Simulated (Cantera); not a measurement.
What does this Cantera script print?

```python
import numpy as np
import cantera as ct

gas_names = """
    AL ALCL ALCL2 ALCL3 ALH AL2 AL2CL6 CL CL2 H HCL H2
""".split()
cond_names = """
    AL(cr) AL(L) ALCL3(s) ALCL3(L)
""".split()


# ... load() reads the species with a 1 bar reference pressure and builds the phases ...
atoms = {
    'Al': {'AL': 1},
    'Cl2': {'CL': 2},
    'H2': {'H': 2},
}
top_T = {}  # K; cautious upper limits of use, not melting points


# ... equilibrate(T, P, feed) seeds the gas with the atoms and calls Mixture.equilibrate('TP', solver="vcs", rtol=1e-11, max_steps=5000) ...
results = []
feed = {'Al': 1, 'Cl2': 1.1, 'H2': 23}  # mol
P = 170  # Pa
for T in [548, 598, 648, 698, 748, 798, 848, 898, 948, 998, 1048]:
    mix = equilibrate(T, P, feed)
    results.append((T, P, feed, dict(zip(mix.species_names, mix.species_moles))))
    x = sorted(zip(gas.X, gas.species_names), reverse=True)
    print(f"T = {T:g} K  P = {P:g} Pa  gas = {mix.phase_moles(0):.4g} mol")
    print("   x: " + "  ".join(f"{s} {v:.3e}" for v, s in x if v > 1e-06))
    print("   condensed (mol): " + ("  ".join(f"{mix.phase(i).name} {mix.phase_moles(i):.4g}"
          for i in range(1, mix.n_phases) if mix.phase_moles(i) > 1e-12) or "none"))
```

Output:

```
T = 548 K  P = 170 Pa  gas = 23.57 mol
   x: H2 9.759e-01  ALCL3 1.710e-02  AL2CL6 7.007e-03
   condensed (mol): AL(cr) 0.2667
T = 598 K  P = 170 Pa  gas = 23.69 mol
   x: H2 9.709e-01  ALCL3 2.719e-02  AL2CL6 1.882e-03  ALCL 1.508e-06
   condensed (mol): AL(cr) 0.2666
T = 648 K  P = 170 Pa  gas = 23.73 mol
   x: H2 9.694e-01  ALCL3 3.020e-02  AL2CL6 3.532e-04  ALCL 1.395e-05  ALCL2 5.034e-06
   condensed (mol): AL(cr) 0.2664
T = 698 K  P = 170 Pa  gas = 23.73 mol
   x: H2 9.691e-01  ALCL3 3.071e-02  ALCL 9.097e-05  AL2CL6 7.358e-05  ALCL2 2.120e-05
   condensed (mol): AL(cr) 0.2651
T = 748 K  P = 170 Pa  gas = 23.74 mol
   x: H2 9.688e-01  ALCL3 3.065e-02  ALCL 4.569e-04  ALCL2 7.260e-05  AL2CL6 1.847e-05  HCL 1.323e-06
   condensed (mol): AL(cr) 0.2589
T = 798 K  P = 170 Pa  gas = 23.76 mol
   x: H2 9.678e-01  ALCL3 3.009e-02  ALCL 1.855e-03  ALCL2 2.099e-04  AL2CL6 5.375e-06  HCL 3.656e-06
   condensed (mol): AL(cr) 0.2357
T = 848 K  P = 170 Pa  gas = 23.84 mol
   x: H2 9.649e-01  ALCL3 2.833e-02  ALCL 6.260e-03  ALCL2 5.184e-04  HCL 8.820e-06  AL2CL6 1.669e-06
   condensed (mol): AL(cr) 0.1631
T = 898 K  P = 170 Pa  gas = 24 mol
   x: H2 9.583e-01  ALCL3 2.447e-02  ALCL 1.616e-02  ALCL2 1.033e-03  HCL 1.959e-05
   condensed (mol): none
T = 948 K  P = 170 Pa  gas = 24 mol
   x: H2 9.583e-01  ALCL3 2.430e-02  ALCL 1.604e-02  ALCL2 1.327e-03  HCL 6.537e-05
   condensed (mol): none
T = 998 K  P = 170 Pa  gas = 24 mol
   x: H2 9.581e-01  ALCL3 2.407e-02  ALCL 1.593e-02  ALCL2 1.658e-03  HCL 1.925e-04
   condensed (mol): none
T = 1048 K  P = 170 Pa  gas = 24.01 mol
   x: H2 9.578e-01  ALCL3 2.373e-02  ALCL 1.590e-02  ALCL2 2.026e-03  HCL 5.082e-04
   condensed (mol): none
```

These are equilibrium values from Cantera (NASA tables, ideal gas, pure condensed phases), not measurements of a reactor. The tables' values for AlCl2 are old estimates; treat these amounts as uncertain.
